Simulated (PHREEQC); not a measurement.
**Polishing slurry liquid: speciation**

Dissolve 26 mmol/kgw H2SO4, 4 mmol/kgw K2SO4 and 0.11 mmol/kgw KH2PO4 at 25 °C. Closed to the air; pH follows from the charge balance.

All values are PHREEQC results (ion-association model, phreeqc.dat), not measurements.

Precipitation was switched off in this run.

Task: Estimate the pH.

Result: pH 1.54.

Task: In which forms is S present?

Result: HSO4- 60 %, SO4-2 39 %, KSO4- 0.9 % of the S.

Species that the database lacks are ignored.
